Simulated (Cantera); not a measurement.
Input: 1 mol Si3N4, 0.17 mol H2O, 3.6 mol N2, at 1048.15 K and 100000 Pa.

Equilibrium computed with Cantera from the NASA thermochemical tables; the gas is ideal and each condensed phase is pure. Candidate condensed phases: H2O, Si, SiO2, Si2N2O, Si3N4; 35 gas species. Mutual solubility and eutectic melting of coexisting phases are not modelled. The numbers say what is thermodynamically allowed, not how fast it happens.

Q: What is the equilibrium state?

A: 
| Property | Value |
|---|---|
| x(N2) | 0.956 |
| x(H2) | 0.0444 |
| x(NH3) | 3.93e-6 |
| n(Si2N2O(s)) | 0.170 mol |
| n(Si3N4(s)) | 0.887 mol |
| gas amount | 3.827 mol |
| log10 activity of Si(s) (absent) | -6.58 |
